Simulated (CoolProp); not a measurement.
Properties of carbon monoxide along the isotherm 181.2 K (Tc = 132.9 K, pc = 3.498 MPa, ω = 0.050).

Computed with CoolProp (reference Helmholtz-energy equation of state, Lemmon 2006). It is a short technical equation, of lower accuracy than the large ones.

| p (MPa) | phase | Joule-Thomson coefficient (K/MPa) | isothermal compressibility (1/MPa) | expansivity (1/kK) |
|---|---|---|---|---|
| 0.125 | gas | 6.273 | 8.037 | 5.603 |
| 0.25 | gas | 6.261 | 4.037 | 5.690 |
| 0.375 | gas | 6.249 | 2.704 | 5.778 |
| 0.5 | gas | 6.236 | 2.037 | 5.868 |
| 0.625 | gas | 6.222 | 1.638 | 5.959 |
| 0.75 | gas | 6.207 | 1.371 | 6.053 |
| 0.875 | gas | 6.192 | ___ | 6.148 |
| 0.999 | gas | 6.176 | 1.039 | 6.245 |
| 1.12 | gas | 6.160 | 0.9311 | ___ |
| 1.25 | gas | 6.141 | 0.8384 | 6.447 |
| 1.37 | gas | 6.124 | 0.7685 | 6.546 |
| 1.5 | gas | 6.103 | 0.7054 | 6.655 |
| 1.62 | gas | 6.084 | 0.6562 | 6.759 |
| 1.75 | gas | ___ | 0.6105 | 6.873 |

Question: Some entries are withheld; supply them.

Answer: 
- 0.875, isothermal compressibility (1/MPa): 1.181
- 1.12, expansivity (1/kK): 6.341
- 1.75, Joule-Thomson coefficient (K/MPa): 6.062
